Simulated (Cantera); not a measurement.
Oxide etching and cleaning by halides: CuO + F2

Input: 1 mol CuO, 2.9 mol F2, equilibrated at 0.100 bar.

Method: chemical equilibrium by Gibbs-energy minimisation in Cantera with the NASA 1993 tables (ideal gas, pure condensed phases). Candidate condensed phases: Cu, CuF2, CuO, Cu2O; 13 gas species. The numbers say what is thermodynamically allowed, not how fast it happens.

From 673 K to 1073 K the condensed part is CuF2(s). From 1173 K to 1373 K the condensed part is CuF2(l). From 1473 K to 1773 K nothing is condensed.

```tsv
T (K)	x F2	x F	x O2	x CuF2	n CuF2(s)	n CuF2(l)
673	0.790	0.00231	0.208	3.25e-11	1.00	0
773	0.778	0.0151	0.207	1.38e-8	1.00	0
873	0.735	0.0631	0.202	1.39e-6	1.000	0
973	0.625	0.186	0.189	5.15e-5	1.000	0
1073	0.432	0.401	0.166	0.000940	0.997	0
1173	0.221	0.631	0.141	0.00729	0	0.974
1273	0.0842	0.760	0.122	0.0334	0	0.863
1373	0.0260	0.750	0.105	0.119	0	0.436
1473	0.00857	0.706	0.0951	0.190	0	0
1573	0.00366	0.712	0.0947	0.189	0	0
1673	0.00172	0.715	0.0944	0.189	0	0
1773	0.000872	0.716	0.0943	0.188	0	0
```
x: gas mole fraction; n: condensed amount in mol.
